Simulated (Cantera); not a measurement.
CaCO3 + H2O (calcination and drying)

Feed: 1 mol CaCO3, a varied amount of H2O, at 977 °C and 100000 Pa.

Method: chemical equilibrium by Gibbs-energy minimisation in Cantera with the NASA 1993 tables (ideal gas, pure condensed phases). Candidate condensed phases: C, C6H6, C7H8, C8H18, Ca, CaCO3, CaO, Ca(OH)2, H2O; 115 gas species. Rates play no part.

```tsv
n(H2O) (mol)	log p CO2	log p H2O	log p CO	log p H2	n CaO(s)
0.044	-0.02	-1.38	-4.76	-6.31	1.00
0.074	-0.03	-1.16	-4.77	-6.10	1.00
0.13	-0.05	-0.94	-4.79	-5.87	1.00
0.21	-0.08	-0.76	-4.82	-5.69	1.00
0.36	-0.13	-0.58	-4.86	-5.50	1.00
0.6	-0.20	-0.43	-4.92	-5.34	1.00
1	-0.30	-0.30	-5.01	-5.21	1.00
1.7	-0.43	-0.20	-5.13	-5.10	1.00
2.9	-0.59	-0.13	-5.28	-5.02	1.00
4.9	-0.77	-0.08	-5.46	-4.96	1.00
8.3	-0.97	-0.05	-5.65	-4.93	1.00
```
log p: log10 of the partial pressure in bar; n: condensed amount in mol.

From 0.044 mol H2O to 8.3 mol H2O the condensed part is CaO(s).
